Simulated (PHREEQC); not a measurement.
Consider water at 43 °C with 6.3 mmol/kgw AlCl3, 19 mmol/kgw NH4HCO3 and 44 mmol/kgw NH4F. Closed to the air; pH follows from the charge balance.

Equilibrium calculation in PHREEQC: ion-association model, phreeqc.dat.

This is a speciation only: nothing precipitates in the calculation.

Problem. Estimate the pH, ionic strength.

Solution. pH 7.24; ionic strength 0.0615 mol/kgw.

Problem. In which forms is F present?

Solution. AlF4- 51 %, F- 44 %, AlF3 4.9 % of the F.

Species that the database lacks are ignored. Carbamate, which ammonia and carbonate form, is missing from the database. Constants without temperature data keep their 25 °C values here. Fluoro complexes past AlF4- and FeF3 are missing from the database.
